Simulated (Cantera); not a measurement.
Input: 1 mol MgO, 0.31 mol H2S, 5.1 mol O2, equilibrated at 3.80 bar.

Cantera equilibrium calculation (NASA polynomials, part measured and part estimated; ideal gas, pure solids and liquids). Candidate condensed phases: H2O, H2SO4, Mg, MgO, Mg(OH)2, MgS, MgSO4, S; 26 gas species. Mutual solubility and eutectic melting of coexisting phases are not modelled. Kinetics and transport are ignored.

x: gas mole fraction; n: condensed amount in mol.

| T (K) | x O2 | x H2O | x SO2 | x SO3 | x OH | n MgO(s) | n MgSO4(s) |
|---|---|---|---|---|---|---|---|
| 1225 | 0.933 | 0.0645 | 0.00146 | [?] | 3.49e-6 | 0.700 | 0.300 |
| 1250 | 0.932 | 0.0644 | 0.00300 | [?] | 4.79e-6 | 0.709 | 0.291 |
| 1275 | 0.928 | 0.0640 | 0.00601 | [?] | 6.49e-6 | 0.727 | 0.273 |
| 1300 | 0.922 | 0.0634 | 0.0117 | [?] | 8.67e-6 | 0.760 | 0.240 |
| 1325 | 0.911 | 0.0623 | 0.0222 | [?] | 1.14e-5 | 0.822 | 0.178 |
| 1350 | 0.892 | 0.0603 | 0.0414 | 0.00669 | 1.46e-5 | 0.937 | 0.0626 |
| 1375 | 0.882 | 0.0592 | 0.0520 | 0.00716 | 1.88e-5 | 1.00 | 0 |

### Question
Fill in the missing entries.

### Answer

- 1225, x SO3: 0.000579
- 1250, x SO3: 0.000986
- 1275, x SO3: 0.00164
- 1300, x SO3: 0.00267
- 1325, x SO3: 0.00427
